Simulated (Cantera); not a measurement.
Input: 1 mol Fe3O4, 150 mol H2, 6.8 mol H2O, at 1748 K and 13.3 mbar.

Cantera equilibrium calculation (NASA polynomials, part measured and part estimated; ideal gas, pure solids and liquids). Candidate condensed phases: Fe, FeO, Fe(OH)2, Fe(OH)3, Fe2O3, Fe3O4, H2O; 12 gas species. Equilibrium is a limit: real reactors are often held back by kinetics, nucleation or transport.

Base state: H2 0.928, H2O 0.0687, H 0.00191, Fe 0.00101 (mole fractions); condensed: Fe(δ).

**Question.** What changes in the equilibrium state with this change: Fe3O4 replaced by FeS2?

**Answer.** 
```json
[
 {"species": "H2", "before": "0.928", "after": "0.943"},
 {"species": "H2O", "before": "0.0687", "after": "0.0431"},
 {"species": "H2S", "before": "0", "after": "0.00650"},
 {"species": "Fe", "before": "0.00101", "after": "0.00101"},
 {"species": "S2", "before": "0", "after": "0.00212"},
 {"species": "SH", "before": "0", "after": "0.00168"},
 {"species": "S", "before": "0", "after": "0.000192"},
 {"species": "SO", "before": "0", "after": "6.37e-5"},
 {"species": "Fe(δ), mol", "before": "2.84", "after": "0.840"}
]
```
Further candidate phases: FeS, FeSO4, FeS2, Fe2(SO4)3, H2SO4, S.
